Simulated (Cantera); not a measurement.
An isothermal plug-flow reactor at 1250 K and 0.987 atm (inlet), inlet velocity 0.47 m/s, active area per volume 140 1/m; feed CH₄ : O₂ : N₂ : H₂O = 0.0042 : 0.037 : 0.79 : 0.07 (molar parts), equivalence ratio 0.23.

Detailed kinetics in Cantera: Deutschmann's 1995 Pt surface mechanism with GRI-Mech 3.0 gas chemistry. Catalytic surfaces can have several steady states; this one follows from the mechanism file's or the stated starting coverage. Mass transfer to the wall is taken as infinitely fast.

Task: What does this change do: CH4 0.0042 to 0.0017 parts?

Result: 
| quantity | before | after |
|---|---|---|
| x(CH₄) at z = 0.014 m | 2.32e-5 | 8.86e-6 |
| x(O₂) at z = 0.014 m | 0.0320 | 0.0375 |
| x(H₂O) at z = 0.014 m | 0.0868 | 0.0816 |
| x(CO₂) at z = 0.014 m | 0.00446 | 0.00182 |
| x(CO) at z = 0.014 m | 7.31e-7 | 2.62e-7 |
| θ(free Pt) at the exit | 0.554 | 0.542 |
| θ(O*) at the exit | 0.443 | 0.454 |
| θ(OH*) at the exit | 0.00323 | 0.00314 |

Task: What does this change do: area per volume 140 to 35 1/m?

Result: 
```csv
quantity,before,after
x(CH₄) at z = 0.014 m,2.32e-5,0.000178
x(O₂) at z = 0.014 m,0.0320,0.0324
x(H₂O) at z = 0.014 m,0.0868,0.0864
x(CO₂) at z = 0.014 m,0.00446,0.00427
x(CO) at z = 0.014 m,7.31e-7,9.54e-6
θ(free Pt) at the exit,0.554,0.554
θ(O*) at the exit,0.443,0.443
θ(OH*) at the exit,0.00323,0.00323
```
